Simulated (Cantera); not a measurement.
A perfectly stirred reactor is fed with CH₄ : H₂ : O₂ : N₂ = 1 : 0.098 : 1.46 : 10.2 (molar parts), at 4.93 atm; it is adiabatic with a 550 K inlet, and is followed from long to short residence time, starting on the burning branch (τ in s: 0.085, 0.044, 0.023, 0.012, 0.0062, 0.0032, 0.0017, 0.00087, 0.00045, 0.00023, 0.00012, 6.3e-05, 3.3e-05).

Detailed kinetics in Cantera: GRI-Mech 3.0 (53 species, 325 reactions).

One state of this run: T (K) = 1606; x CH₄ = 0.00827; x H₂ = 0.0237; x O₂ = 0.00836; x C₂H₄ = 0.000662; x CH₂O = 6.83e-5; x HCO = 1.04e-7; x HCN = 4.54e-7. x: mole fraction; the columns are a selection and need not sum to one.

Task: Which value of τ (s) does it belong to?
A) 0.023
B) 0.0032
C) 0.00045
D) 0.0062

Result: D, 0.0062
